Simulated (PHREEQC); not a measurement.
Dissolve 8.1 mmol/kgw NaHS and 20 mmol/kgw ZnSO4 at 20 °C. Closed to the air; pH follows from the charge balance.

Model: ion-association model, phreeqc.dat, run in PHREEQC.

No solid was allowed to form.

Order these S species by the share of S that they hold, largest first: SO4-2, NaSO4-, ZnSO4, Zn(HS)2, Zn(SO4)2-2.

SO4-2 (45 %), Zn(HS)2 (29 %), ZnSO4 (21 %), Zn(SO4)2-2 (4.6 %), NaSO4- (0.80 %)

The pH is 5.86 and the ionic strength 0.0496 mol/kgw. The solution is supersaturated, for example in Sphalerite (slow to form), so a real one may precipitate; this is no full list. Species that the database lacks are ignored.
